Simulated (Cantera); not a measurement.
# Gas activation for diamond growth

A perfectly stirred reactor is fed with 0.973 % CH4, 98.3 % H2, 0.698 % CO2, at 100.0 Torr; it is held at 2725 K, and followed from long to short residence time.

Cantera simulation using GRI-Mech 3.0 (53 species, 325 reactions); the numbers are that mechanism's predictions, not measurements.

```tsv
τ (s)	x CH4	x H2	x CO2	x C2H6	x CO	x CH2CO
16	2.49e-6	0.829	5.03e-9	<1e-12	0.0127	1.79e-10
6.7	2.72e-6	0.829	1.17e-8	<1e-12	0.0127	2.28e-10
2.8	3.20e-6	0.830	2.78e-8	<1e-12	0.0127	3.41e-10
1.2	4.10e-6	0.830	6.46e-8	<1e-12	0.0127	5.86e-10
0.48	5.89e-6	0.831	1.61e-7	1.70e-12	0.0126	1.19e-9
0.20	9.00e-6	0.834	3.91e-7	3.89e-12	0.0126	2.52e-9
0.084	1.49e-5	0.840	9.58e-7	1.02e-11	0.0126	5.68e-9
0.035	2.82e-5	0.854	2.48e-6	3.44e-11	0.0125	1.42e-8
0.015	6.40e-5	0.875	6.67e-6	1.55e-10	0.0120	3.86e-8
0.0061	0.000178	0.902	2.00e-5	9.76e-10	0.0109	1.12e-7
```
x: mole fraction; the columns are a selection and need not sum to one.
